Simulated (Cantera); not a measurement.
An isothermal, constant-pressure homogeneous reactor starts with CH₄ : N₂ = 1 : 18 (molar parts), at 1450 K and 18.8 Torr. Integrator tolerance rtol = 1e-08.

Detailed kinetics in Cantera: GRI-Mech 3.0 (53 species, 325 reactions). GRI-Mech 3.0 stops at C3 and has no aromatics, soot or wall deposition, so with more carbon than oxygen in the feed, carbon stays in small species such as C2H2 where larger ones or solid carbon would form. Radical loss at walls, strong at low pressure, is not modelled.

Q: What does this change do: CH4 1 to 1.6 parts?

A: 
```
quantity                                             before                                     after
-----------------  ----------------------------------------  ----------------------------------------
x(CH₄) at 5.00 s     0.0390 (gas-phase equilibrium 6.22e-5)   0.0604 (gas-phase equilibrium 0.000161)
x(H) at 5.00 s      2.68e-6 (gas-phase equilibrium 1.65e-5)   3.16e-6 (gas-phase equilibrium 2.02e-5)
x(C₂H₆) at 5.00 s  1.87e-5 (gas-phase equilibrium 1.43e-10)  2.69e-5 (gas-phase equilibrium 6.32e-10)
x(C₂H₄) at 5.00 s  0.000562 (gas-phase equilibrium 5.97e-6)  0.000747 (gas-phase equilibrium 1.75e-5)
x(C₂H) at 5.00 s    1.14e-9 (gas-phase equilibrium 2.03e-9)   1.36e-9 (gas-phase equilibrium 3.20e-9)
x(HCN) at 5.00 s     3.75e-9 (gas-phase equilibrium 0.0364)    2.69e-9 (gas-phase equilibrium 0.0491)
x(CH₂) at 5.00 s   1.05e-8 (gas-phase equilibrium 4.71e-11)  1.00e-8 (gas-phase equilibrium 8.05e-11)
```
